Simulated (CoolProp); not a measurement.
A simple Rankine cycle with R141b: condensing at 300.15 K, boiler at 3.21 MPa, turbine inlet 499 K, turbine efficiency 0.65, pump efficiency 0.6, no recuperator. Each further row changes one setting.

The numbers come from the reference Helmholtz-energy equation of state, Lemmon 2006 in CoolProp. It is a short technical equation, of lower accuracy than the large ones.

```tsv
case	thermal efficiency (%)	net work (kJ/kg)	heat in (kJ/kg)	turbine exit temperature (K)	volume ratio over the turbine
as stated	[?]	[?]	366	396.9	40.7
condensing temperature 292.15 K	17.2	64.6	[?]	391.2	[?]
boiler pressure 2.25 MPa	15.4	58.4	[?]	[?]	[?]
turbine efficiency 0.55	13.6	49.9	366	407.9	[?]
```

Question: Fill in the missing entries.

Answer: 
- as stated, thermal efficiency (%): 16.3
- as stated, net work (kJ/kg): 59.7
- condensing temperature 292.15 K, heat in (kJ/kg): 376
- condensing temperature 292.15 K, volume ratio over the turbine: 54.4
- boiler pressure 2.25 MPa, heat in (kJ/kg): 380
- boiler pressure 2.25 MPa, turbine exit temperature (K): 413.5
- boiler pressure 2.25 MPa, volume ratio over the turbine: 26.4
- turbine efficiency 0.55, volume ratio over the turbine: 41.9
